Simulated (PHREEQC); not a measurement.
Consider water at 23 °C with 0.045 mol/kgw HF, 0.00014 mol/kgw NH3 and 0.27 mol/kgw NaCl. Closed to the air; pH follows from the charge balance.

Computed with PHREEQC (ion-association model, phreeqc.dat).

This is a speciation only: nothing precipitates in the calculation.

Order these F species by the share of F that they hold, largest first: HF, NaF, HF2-, F-.

HF (81 %), F- (14 %), HF2- (3.9 %), NaF (1.0 %)

The pH is 2.22 and the ionic strength 0.277 mol/kgw.
